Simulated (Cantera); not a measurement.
An adiabatic, constant-pressure homogeneous reactor starts with CH4 : H2 : O2 : N2 = 1 : 0.23 : 3.92 : 14.7 (molar parts), equivalence ratio 0.54, at 1573 K and 14.8 atm. Integrator tolerance rtol = 1e-08.

Detailed kinetics in Cantera: GRI-Mech 3.0 (53 species, 325 reactions). The pressure lies above the range GRI-Mech 3.0 was tuned for (to about 10 atm).

Task: What does this change do: pressure from 14.8 atm to 1.00 atm?

Result: 
```csv
quantity,before,after
time of steepest temperature rise,28.2 µs,0.244 ms
temperature at 1.00 s,2583 K,2510 K
equilibrium temperature,2583 K,2510 K
x(CH4) at 1.00 s,<1e-12 (gas-phase equilibrium <1e-12),<1e-12 (gas-phase equilibrium <1e-12)
x(H2) at 1.00 s,0.000856 (gas-phase equilibrium 0.000856),0.00223 (gas-phase equilibrium 0.00223)
x(O2) at 1.00 s,0.0820 (gas-phase equilibrium 0.0820),0.0827 (gas-phase equilibrium 0.0827)
x(HCO) at 1.00 s,1.26e-9 (gas-phase equilibrium 1.26e-9),1.05e-9 (gas-phase equilibrium 1.05e-9)
x(N2O) at 1.00 s,3.33e-6 (gas-phase equilibrium 3.33e-6),7.63e-7 (gas-phase equilibrium 7.63e-7)
```

Task: What does this change do: constant volume in place of constant pressure?

Result: 
```tsv
quantity	before	after
time of steepest temperature rise	28.2 µs	26.1 µs
temperature at 1.00 s	2583 K	2780 K
equilibrium temperature	2583 K	2780 K
x(CH4) at 1.00 s	<1e-12 (gas-phase equilibrium <1e-12)	<1e-12 (gas-phase equilibrium <1e-12)
x(H2) at 1.00 s	0.000856 (gas-phase equilibrium 0.000856)	0.00147 (gas-phase equilibrium 0.00147)
x(O2) at 1.00 s	0.0820 (gas-phase equilibrium 0.0820)	0.0790 (gas-phase equilibrium 0.0790)
x(HCO) at 1.00 s	1.26e-9 (gas-phase equilibrium 1.26e-9)	6.57e-9 (gas-phase equilibrium 6.57e-9)
x(N2O) at 1.00 s	3.33e-6 (gas-phase equilibrium 3.33e-6)	5.87e-6 (gas-phase equilibrium 5.87e-6)
```

Task: What does this change do: H2 0.23 to 0.085 parts?

Result: 
```tsv
quantity	before	after
time of steepest temperature rise	28.2 µs	42.4 µs
temperature at 1.00 s	2583 K	2553 K
equilibrium temperature	2583 K	2553 K
x(CH4) at 1.00 s	<1e-12 (gas-phase equilibrium <1e-12)	<1e-12 (gas-phase equilibrium <1e-12)
x(H2) at 1.00 s	0.000856 (gas-phase equilibrium 0.000856)	0.000685 (gas-phase equilibrium 0.000685)
x(O2) at 1.00 s	0.0820 (gas-phase equilibrium 0.0820)	0.0862 (gas-phase equilibrium 0.0862)
x(HCO) at 1.00 s	1.26e-9 (gas-phase equilibrium 1.26e-9)	8.80e-10 (gas-phase equilibrium 8.80e-10)
x(N2O) at 1.00 s	3.33e-6 (gas-phase equilibrium 3.33e-6)	3.26e-6 (gas-phase equilibrium 3.26e-6)
```
